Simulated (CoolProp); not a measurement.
Vapour-liquid equilibrium of carbon dioxide (1) + CH3F (R41) (2) at -12.55 °C; x and y are mole fractions of (1).

Model: multi-fluid Helmholtz-energy mixture model, Span 1996 and Lemmon 2006; pair parameters Bell 2016, in CoolProp.

```tsv
x	bubble pressure, mixture model (MPa)	bubble pressure, Raoult's law (MPa)	y, mixture model	y, Raoult's law
0.05	___	1.480	0.073	0.083
0.15	1.572	1.584	___	0.233
0.25	1.664	1.687	0.328	0.365
0.35	1.757	1.790	___	0.481
0.45	1.853	1.894	0.544	0.585
0.55	1.951	1.997	0.642	0.678
0.65	2.054	2.100	0.733	0.762
0.75	2.163	2.203	0.818	0.838
0.85	2.278	2.307	0.896	0.907
0.95	2.399	2.410	0.967	0.970
```

Task: Some entries are withheld; supply them.

Result: 
- 0.05, bubble pressure, mixture model (MPa): 1.477
- 0.15, y, mixture model: 0.207
- 0.35, y, mixture model: 0.440

The largest gap from Raoult's law is -2.3 % in bubble pressure, at x = 0.55. No azeotrope shows between x = 0.05 and 0.95.

The pair parameters rest on a limited set of measurements; away from them the model extrapolates.
